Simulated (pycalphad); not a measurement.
Phase fractions of Al-20.22Sn-1.308Si (wt.%)

All values are pycalphad results on the COST 507 light-alloy database (1999) (1 atm), not direct measurements. The data set is of 1999 and partly superseded. Not assessed as a whole: an extrapolation from subsystems, which can miss ternary compounds. Amounts are mole fractions of atoms.

```
T (K)  liquid    fcc  diamond (Si)  bct (Sn)
-----  ------  -----  ------------  --------
900     1.000      -             -         -
850     0.357  0.643             -         -
800     0.081  0.913         0.006         -
750     0.069  0.922         0.009         -
700     0.063  0.925         0.012         -
650     0.060  0.927         0.013         -
600     0.058  0.928         0.014         -
550     0.056  0.929         0.015         -
500         -  0.930         0.015     0.055
```
